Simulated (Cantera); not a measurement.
Cantera with NASA thermochemical tables; ideal gases at 1 bar, condensed phases pure. Values are per mole of reaction as written; species without (g) are pure solids or liquids, kept so even where they would boil at 1 bar.

2 Pb(g) + 2 OH(g) ⇌ 2 PbO + H2(g)

```tsv
T (K)	ΔH° (kJ)	ΔS° (J/K)	ΔG° (kJ)	log10 K	condensed phases
873	(withheld)	(withheld)	(withheld)	(withheld)	PbO(yellow)
923	-885.0	-415.8	-501.2	28.37	PbO(yellow)
973	(withheld)	(withheld)	(withheld)	(withheld)	PbO(yellow)
1023	(withheld)	(withheld)	(withheld)	(withheld)	PbO(yellow)
1073	-878.6	-409.4	-439.4	21.39	PbO(yellow)
1123	-876.4	-407.3	-418.9	19.49	PbO(yellow)
1173	(withheld)	(withheld)	(withheld)	(withheld)	PbO(l)
```

Question: What belongs in the gaps?

Answer: 
- 873, ΔH° (kJ): -887.0
- 873, ΔS° (J/K): -418.1
- 873, ΔG° (kJ): -522.1
- 873, log10 K: 31.24
- 973, ΔH° (kJ): -882.9
- 973, ΔS° (J/K): -413.6
- 973, ΔG° (kJ): -480.5
- 973, log10 K: 25.79
- 1023, ΔH° (kJ): -880.8
- 1023, ΔS° (J/K): -411.5
- 1023, ΔG° (kJ): -459.9
- 1023, log10 K: 23.48
- 1173, ΔH° (kJ): -822.9
- 1173, ΔS° (J/K): -361.1
- 1173, ΔG° (kJ): -399.2
- 1173, log10 K: 17.78
